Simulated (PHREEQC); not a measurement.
## Leach liquor: speciation

Solution (50 °C): 0.0016 mol/kgw H2SO4, 0.00051 mol/kgw CuSO4 and 0.002 mol/kgw MgSO4. Closed to the air; pH follows from the charge balance.

All values are PHREEQC results (ion-association model, phreeqc.dat), not measurements.

The pH is 2.65. The ionic strength is 0.0103 mol/kgw. The specific conductance is 2200 µS/cm. The total alkalinity is -3.20 meq/kg.

```
species  molality  activity   log γ
-------  --------  --------  ------
SO4-2     0.00261   0.00170  -0.186
H+        0.00245   0.00223  -0.042
Mg+2      0.00136  0.000893  -0.181
HSO4-    0.000746  0.000668  -0.048
MgSO4    0.000644  0.000645   0.001
Cu+2     0.000402  0.000265  -0.181
CuSO4    0.000108  0.000108   0.001
CuOH+     1.33e-9   1.19e-9  -0.048
```

This is a speciation only: nothing precipitates in the calculation. Species that the database lacks are ignored. Away from 25 °C the constants follow the database's enthalpies or fits; those with neither stay at their 25 °C values.
